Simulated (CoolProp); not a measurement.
Vapour-liquid equilibrium of propane (1) + isobutane (2) at 216 K; x and y are mole fractions of (1).

Computed with CoolProp (multi-fluid Helmholtz-energy mixture model, Lemmon 2009 and Bücker 2006; pair parameters Kunz 2012).

| x | bubble pressure (kPa) | y at the bubble point | dew pressure at overall composition x (kPa) | liquid density (mol/L) |
|---|---|---|---|---|
| 0.05 | 13.03 | 0.193 | 11.51 | 11.15 |
| 0.2 | 18.73 | 0.523 | 13.12 | 11.47 |
| 0.35 | 24.28 | 0.699 | 15.25 | 11.82 |
| 0.5 | 29.89 | 0.810 | 18.17 | 12.18 |
| 0.65 | 35.64 | 0.889 | 22.45 | 12.57 |
| 0.8 | 41.55 | 0.946 | 29.26 | 12.97 |
| 0.95 | 47.54 | 0.988 | 42.04 | 13.41 |

No azeotrope shows between x = 0.05 and 0.95.

The pair parameters rest on a limited set of measurements; away from them the model extrapolates. The gap from Raoult's law changes sign with composition, which may be real or a fault of the pair parameters; it wasn't checked against measurements.
